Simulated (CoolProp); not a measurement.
Isopentane along the isotherm 500 K: density (kg/m³) from the reference equation and from simpler models built on Tc = 460.3 K, pc = 3378 kPa, ω = 0.227; each cubic takes its own stable root.

Values from CoolProp's reference Helmholtz-energy equation of state, Lemmon 2006. It is a short technical equation, of lower accuracy than the large ones.

| p (kPa) | phase | reference |
|---|---|---|
| 16 | gas | 0.2780 |
| 23.5 | gas | 0.4086 |
| 34.5 | gas | 0.6003 |
| 50.7 | gas | 0.8834 |
| 74.4 | gas | 1.299 |
| 109 | gas | 1.908 |
| 160 | gas | 2.812 |
| 235 | gas | 4.155 |
| 345 | gas | 6.154 |
| 507 | gas | 9.166 |
| 744 | gas | 13.73 |
| 1090 | gas | 20.76 |
| 1600 | gas | 32.06 |
| 2350 | gas | 51.34 |
| 3450 | supercritical | 88.84 |
| 5070 | supercritical | 193.3 |

**Question.** How far does each simpler model (ideal gas, van der Waals, Redlich-Kwong) lie from the reference over these 16 states: mean and median of the absolute difference, and the worst?

**Answer.** 
- ideal gas: mean 9.3 %, median 2.3 %, worst -54.5 % at 500 K and 5070 kPa
- van der Waals: mean 0.8 %, median 0.2 %, worst +8.2 % at 500 K and 5070 kPa
- Redlich-Kwong: mean 0.4 %, median 0.1 %, worst +2.7 % at 500 K and 5070 kPa
